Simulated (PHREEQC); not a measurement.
# Reverse-osmosis permeate (model solution)

Synthetic water in mmol/kgw, 25 °C, pH 6.41, pe 9.9:

```tsv
constituent	mmol/kgw
Na	0.351
K	0.0729
Ca	0.137
Mg	0.0198
Cl	0.6
S(6)	0.00723
Alkalinity (meq/kgw)	0.127
Cu(2)	0.000153
```

Valence states are taken as typed.

Computed with PHREEQC (ion-association model, phreeqc.dat).

* **ionic strength**: 0.000903 mol/kgw
* **charge-balance error**: -0.2 %

```tsv
species	molality	activity	log γ
Cl-	0.000600	0.000580	-0.015
Na+	0.000351	0.000339	-0.015
Ca+2	0.000137	0.000120	-0.058
HCO3-	0.000127	0.000123	-0.015
CO2	0.000107	0.000107	0.000
K+	7.29e-5	7.05e-5	-0.015
```

No solid was allowed to form.
